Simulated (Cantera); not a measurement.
Input (Python, Cantera) and output of one run.

```python
import numpy as np
import cantera as ct

gas_names = """
    HBr AL ALBr3 H
""".split()
cond_names = """

""".split()


def load(file, names, dense=False):
    # The tables refer to 1 bar. Condensed volumes are neglected.
    table = {s.name: s for s in ct.Species.list_from_file(file)}
    out = []
    for n in names:
        d = dict(table[n].input_data)
        d["thermo"] = dict(d["thermo"], **{"reference-pressure": 1e5})
        if dense:
            d["equation-of-state"] = {"model": "constant-volume", "density": "1e6 g/cm^3"}
        out.append(ct.Species.from_dict(d))
    return out


species = {s.name: s for s in load("nasa_gas.yaml", gas_names) + load("nasa_condensed.yaml", cond_names)}
# Each term lists the table entries of one substance; the one whose range holds T is used.
reactions = {
    '3 HBr(g) + Al(g) = AlBr3(g) + 3 H(g)':
        [(-3, ['HBr']), (-1, ['AL']), (1, ['ALBr3']), (3, ['H'])],
}


def pick(names, T):
    return next(species[n] for n in names if species[n].thermo.min_temp <= T <= species[n].thermo.max_temp)


results = []
for label, terms in reactions.items():
    print(label)
    print("     T/K   dH/kJ  dS/(J/K)   dG/kJ   log10 K")
    for T in [300, 1148, 1248, 1348, 1448, 1548, 1648, 1748, 1848, 1948, 2048]:
        used = [(nu, pick(names, T)) for nu, names in terms]
        dH = sum(nu * s.thermo.h(T) for nu, s in used) / 1e6
        dS = sum(nu * s.thermo.s(T) for nu, s in used) / 1e3
        dG = dH - T * dS / 1e3
        logK = -dG * 1e6 / (ct.gas_constant * T * np.log(10))
        results.append((label, T, dH, dS, dG, logK, [s.name for _, s in used]))
        print(f"{T:8g} {dH:8.1f} {dS:8.1f} {dG:8.1f} {logK:8.2f}")
```

Result:

```
3 HBr(g) + Al(g) = AlBr3(g) + 3 H(g)
     T/K   dH/kJ  dS/(J/K)   dG/kJ   log10 K
     300     23.2    -66.9     43.3    -7.54
    1148     48.7    -25.8     78.3    -3.56
    1248     51.0    -23.8     80.7    -3.38
    1348     53.3    -22.0     83.0    -3.22
    1448     55.4    -20.5     85.1    -3.07
    1548     57.5    -19.2     87.1    -2.94
    1648     59.4    -17.9     89.0    -2.82
    1748     61.2    -16.9     90.7    -2.71
    1848     63.0    -15.9     92.4    -2.61
    1948     64.7    -15.0     93.9    -2.52
    2048     66.3    -14.2     95.4    -2.43
```

Source: NASA polynomial tables (part measured, part estimated), evaluated in Cantera. Condensed species are held in their standard states even where they would react or evaporate.
